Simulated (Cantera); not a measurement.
Charge: 1 mol CH3Cl, 0.051 mol CH4, at 2225 K.

Cantera equilibrium calculation (NASA polynomials, part measured and part estimated; ideal gas, pure solids and liquids). Candidate condensed phases: C, C6H6, C7H8, C8H18; 91 gas species. Kinetics and transport are ignored.

At 1.00 Pa, list the 4 most abundant gas species with their mole fractions, and the condensed phases.

H 0.632, Cl 0.225, H2 0.0953, HCl 0.0467. Condensed: C(graphite).
